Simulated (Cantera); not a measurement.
## PbO + CO + N2 (iron carbonyl, mercury and lead vapours)

Input: 1 mol PbO, a varied amount of CO, 41 mol N2, equilibrated at 1623 K and 15.8 Torr.

Equilibrium computed with Cantera from the NASA thermochemical tables; the gas is ideal and each condensed phase is pure. Candidate condensed phases: C, Pb, PbO, PbO2, Pb3O4; 27 gas species. Gases not in the tables: (PbO)n polymers. Kinetics and transport are ignored.

```tsv
n(CO) (mol)	x N2	x CO	x Pb	x CO2	x PbO	x O2
0.57	0.962	7.06e-5	0.0159	0.0133	0.00754	0.00122
0.76	0.958	0.000167	0.0185	0.0176	0.00491	0.000384
1	0.953	0.00113	0.0222	0.0221	0.00109	1.31e-5
1.4	0.945	0.00936	0.0229	0.0229	0.000141	2.06e-7
1.9	0.934	0.0206	0.0227	0.0227	6.31e-5	4.19e-8
2.5	0.921	0.0337	0.0224	0.0224	3.75e-5	1.52e-8
3.3	0.905	0.0508	0.0221	0.0221	2.41e-5	6.47e-9
4.5	0.882	0.0753	0.0215	0.0215	1.54e-5	2.80e-9
6.1	0.852	0.106	0.0208	0.0208	1.02e-5	1.32e-9
```
x: gas mole fraction; nothing condenses.

From 0.57 mol CO to 6.1 mol CO nothing is condensed.
